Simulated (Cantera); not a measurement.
An isothermal, constant-pressure homogeneous reactor starts with 0.635 % CO, 1.66 % O2, 0.0283 % H2O, 97.7 % N2, equivalence ratio 0.19, at 1100 K and 100.0 Torr.

Computed with Cantera and GRI-Mech 3.0 (53 species, 325 reactions).

Task: Predict: x(CO) at 1.00 s; x(O2) at 1.00 s; x(H2O) at 1.00 s; x(OH) at 1.00 s; x(CO2) at 1.00 s.

Result: 
| Item | Value |
|---|---|
| x(CO) at 1.00 s | 0.000240 (gas-phase equilibrium 2.02e-10) |
| x(O2) at 1.00 s | 0.0136 (gas-phase equilibrium 0.0135) |
| x(H2O) at 1.00 s | 0.000279 (gas-phase equilibrium 0.000284) |
| x(OH) at 1.00 s | 6.13e-6 (gas-phase equilibrium 3.03e-8) |
| x(CO2) at 1.00 s | 0.00613 (gas-phase equilibrium 0.00637) |
